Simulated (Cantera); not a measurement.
Silicon nitride deposition: SiHCl3 + N2

Feed: 1 mol SiHCl3, 40 mol N2, held at 702 °C and 0.100 bar.

These are equilibrium values from Cantera (NASA tables, ideal gas, pure condensed phases), not measurements of a reactor. Candidate condensed phases: NH4Cl, Si, Si3N4; 28 gas species. N2 is the only nitrogen source here; it is nearly inert below about 1500 K, so the nitride shown seldom forms there in practice. The numbers say what is thermodynamically allowed, not how fast it happens.

* **x(N2)**: 0.964
* **x(HCl)**: 0.0212
* **x(SiCl4)**: 0.0129
* **x(H2)**: 0.00157
* **x(SiHCl3)**: 5.47e-6
* **x(SiCl3)**: 5.47e-6
* **n(Si3N4(s))**: 0.156 mol
* **gas amount**: 41.16 mol
* **log10 activity of Si(s) (absent)**: -6.85
